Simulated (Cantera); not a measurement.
A diamond (100) surface in a fixed gas of H2 with x(CH4) = 0.0033, x(H) = 0.00028, x(CH3) = 0.0002, 0.220 bar; coverages are run to steady state.

Model: the Harris–Goodwin 1993 mechanism for the reconstructed diamond (100) surface, integrated in Cantera.

θ: site fractions in the mechanism's names (c6HH fully hydrogenated, c6H* and c6*H radical sites, c6** diradical, c6HM methylated).

```tsv
T (K)	growth (µm/h)	θ c6HH	θ c6H*	θ c6*H	θ c6**	θ c6HM
925	…	0.420	0.00743	0.191	0.00253	0.298
1000	12.5	0.439	0.0126	0.258	0.00464	0.209
1075	11.6	0.477	0.0202	0.339	0.00759	0.105
1150	…	0.506	0.0286	0.405	0.0104	0.0297
1225	…	0.513	0.0350	0.427	0.0118	0.00616
1300	…	0.521	0.0395	0.422	0.0120	0.00125
1375	…	0.539	0.0426	0.404	0.0115	0.000269
```

### Question
What belongs in the gaps?

### Answer

- 925, growth (µm/h): 8.81
- 1150, growth (µm/h): 6.23
- 1225, growth (µm/h): 3.04
- 1300, growth (µm/h): 1.97
- 1375, growth (µm/h): 1.23
